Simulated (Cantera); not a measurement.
Feed: 1 mol SiH2Cl2, 0.24 mol NH3, 4.6 mol N2, at 4.20 mbar.

These are equilibrium values from Cantera (NASA tables, ideal gas, pure condensed phases), not measurements of a reactor. Candidate condensed phases: NH4Cl, Si, Si3N4; 28 gas species. Gases not in the tables: Si2H6 and higher silanes. Rates play no part.

### Question
Which condensed phases are stable at each of these points (T (K)): 1700, 1750, 1800, 1850, 1900, 1950, 2000?

### Answer
| T (K) | condensed phases | Si condensed (%) |
|---|---|---|
| 1700 | Si3N4(s) | 28.2 |
| 1750 | Si(l) | 24.8 |
| 1800 | Si(l) | 25.1 |
| 1850 | Si(l) | 25.1 |
| 1900 | Si(l) | 24.4 |
| 1950 | Si(l) | 22.8 |
| 2000 | Si(l) | 19.4 |

At 1700 K the condensed part is Si3N4(s). From 1750 K to 2000 K the condensed part is Si(l).
